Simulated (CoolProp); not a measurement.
Vapour-liquid equilibrium of propylene (1) + isobutane (2) at 0.0129 MPa; x and y are mole fractions of (1).

Values from CoolProp's multi-fluid Helmholtz-energy mixture model, Lemmon 2013 and Bücker 2006; pair parameters Bell 2016.

Problem. Give the bubble temperature and the first vapour's composition at x = 0.125, 0.575, 0.8. Is there an azeotrope?

Solution. x = 0.125: 209.4 K, y = 0.492; x = 0.575: 198.4 K, y = 0.875; x = 0.8: 192.7 K, y = 0.973. No azeotrope shows between x = 0.05 and 0.95.

The pair parameters rest on a limited set of measurements; away from them the model extrapolates. The gap from Raoult's law changes sign with composition, which may be real or a fault of the pair parameters; it wasn't checked against measurements.
